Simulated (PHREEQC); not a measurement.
Solution (91 °C): 0.00067 mol/kgw H2SeO3, 0.0063 mol/kgw NaHCO3 and 4.8e-05 mol/kgw FeCl3. Closed to the air; pH follows from the charge balance.

Model: ion-association model, wateq4f.dat, run in PHREEQC.

Problem. The ionic strength comes out as 0.00632 mol/kgw. What activity coefficients do Fe(OH)2+, Fe(OH)4-, NaCO3-, CO3-2, Cl- get?

Solution. Fe(OH)2+ 0.91, Fe(OH)4- 0.91, NaCO3- 0.91, CO3-2 0.69, Cl- 0.91.

No solid was allowed to form. Saturation is exceeded, for instance for Hematite (slow to form), Goethite (slow to form); the values hold only as long as no solid forms. Species that the database lacks are ignored. Constants without temperature data keep their 25 °C values here.
